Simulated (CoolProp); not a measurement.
Properties of R245ca along the isobar 0.838 MPa (Tc = 174.4 °C, pc = 3.941 MPa, ω = 0.355).

Model: reference Helmholtz-energy equation of state, Zhou 2016, in CoolProp.

```csv
T (°C),phase,density (kg/m³),cp (kJ/(kg K)),cv (kJ/(kg K)),isothermal compressibility (1/MPa),expansivity (1/kK),fugacity coefficient
-67.65,liquid,1605,1.323,0.9411,0.0006725,1.416,0.0003964
-54.65,liquid,1576,1.317,0.9387,0.0007593,1.439,0.001293
-41.55,liquid,1546,1.317,0.9409,0.0008617,1.470,0.003600
-28.45,liquid,1516,1.321,0.9467,0.0009830,1.511,0.008731
-15.35,liquid,1486,1.330,0.9553,0.001128,1.562,0.01889
-2.35,liquid,1455,1.342,0.9661,0.001303,1.623,0.03697
10.75,liquid,1424,1.358,0.9787,0.001518,1.699,0.06707
23.85,liquid,1392,1.376,0.9927,0.001786,1.790,0.1136
36.95,liquid,1359,1.396,1.008,0.002125,1.902,0.1814
50.05,liquid,1324,1.420,1.024,0.002565,2.040,0.2751
63.05,liquid,1288,1.447,1.040,0.003146,2.214,0.3979
76.15,liquid,1250,1.479,1.057,0.003956,2.441,0.5553
```
